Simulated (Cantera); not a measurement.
Input: 1 mol V, 15 mol N2O, 2.2 mol N2, held at 1200 K and 0.133 bar.

Equilibrium computed with Cantera from the NASA thermochemical tables; the gas is ideal and each condensed phase is pure. Candidate condensed phases: V, VN, VO, V2O3, V2O4, V2O5; 13 gas species. Condensed phases not in the tables: the oxides between V2O3 and V2O5 other than VO2. Gases not in the tables: V4O10. Equilibrium is a limit: real reactors are often held back by kinetics, nucleation or transport.

Base state: N2 0.733, O2 0.266, NO 0.000213 (mole fractions); condensed: V2O5(l).

What changes in the equilibrium state with this change: temperature from 1200 K to 1448 K?


```json
[
 {"species": "N2", "before": "0.733", "after": "0.733"},
 {"species": "O2", "before": "0.266", "after": "0.266"},
 {"species": "NO", "before": "0.000213", "after": "0.00102"},
 {"species": "V2O5(l), mol", "before": "0.500", "after": "0.500"}
]
```
